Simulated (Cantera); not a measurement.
Charge: 1 mol BN, 0.75 mol Cl2, 2.3 mol N2, 12 mol H2O, held at 998 K and 1.50 Pa.

Method: chemical equilibrium by Gibbs-energy minimisation in Cantera with the NASA 1993 tables (ideal gas, pure condensed phases). Candidate condensed phases: B, BN, B2O3, B3O3H3, H2O, NH4Cl; 49 gas species. Kinetics and transport are ignored.

Base state: H2O 0.671, N2 0.180, HCl 0.0962, H2 0.0481, HBO2 0.00532, (HBO2)3 5.99e-5 (mole fractions); condensed: B2O3(l).

Q: What changes in the equilibrium state with this change: temperature from 998 K to 2000 K?

A: 
```json
[
 {"species": "H2O", "before": "0.671", "after": "0.343"},
 {"species": "H", "before": "1.22e-7", "after": "0.148"},
 {"species": "N2", "before": "0.180", "after": "0.140"},
 {"species": "H2", "before": "0.0481", "after": "0.125"},
 {"species": "O2", "before": "<1e-9", "after": "0.0420"},
 {"species": "O", "before": "<1e-9", "after": "0.0354"},
 {"species": "OH", "before": "3.70e-9", "after": "0.0407"},
 {"species": "Cl", "before": "2.27e-7", "after": "0.0354"},
 {"species": "HBO2", "before": "0.00532", "after": "0.0416"},
 {"species": "HCl", "before": "0.0962", "after": "0.0399"},
 {"species": "BO2", "before": "<1e-9", "after": "0.00597"},
 {"species": "BO", "before": "<1e-9", "after": "0.00145"},
 {"species": "NO", "before": "<1e-9", "after": "0.00144"},
 {"species": "B2O3(l), mol", "before": "0.457", "after": "0"}
]
```
The tables' values for BOCl are old estimates; treat these amounts as uncertain.
